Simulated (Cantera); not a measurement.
Fluorocarbon and chlorocarbon gases: CHF3 + H2

Input: 1 mol CHF3, 3.4 mol H2, equilibrated at 10.0 Torr.

Method: chemical equilibrium by Gibbs-energy minimisation in Cantera with the NASA 1993 tables (ideal gas, pure condensed phases). Candidate condensed phases: C, C6H6, C7H8, C8H18; 95 gas species. Equilibrium is a limit: real reactors are often held back by kinetics, nucleation or transport.

From 1702 °C to 2702 °C the condensed part is C(graphite). At 2802 °C nothing is condensed. The main C-bearing gas is C2H2 (acetylene) at 1702 °C and C3 at 2802 °C. The share of C in condensed phases is highest at 1702 °C (99.7 %) and lowest at 2802 °C (0.0 %).

```tsv
T (°C)	x HF	x H	x H2	x C3	x F	n C(graphite)
1702	0.553	0.00785	0.438	1.11e-9	3.67e-6	0.997
1802	0.551	0.0152	0.433	1.23e-8	1.07e-5	0.994
1902	0.548	0.0275	0.424	1.09e-7	2.81e-5	0.990
2002	0.542	0.0470	0.409	7.86e-7	6.85e-5	0.983
2102	0.534	0.0760	0.387	4.80e-6	0.000156	0.972
2202	0.523	0.116	0.357	2.52e-5	0.000334	0.958
2302	0.508	0.169	0.318	0.000116	0.000682	0.939
2402	0.489	0.233	0.270	0.000472	0.00135	0.911
2502	0.466	0.303	0.218	0.00174	0.00258	0.858
2602	0.441	0.372	0.165	0.00581	0.00486	0.733
2702	0.409	0.431	0.116	0.0179	0.00899	0.388
2802	0.375	0.478	0.0778	0.0310	0.0163	0
```
x: gas mole fraction; n: condensed amount in mol.
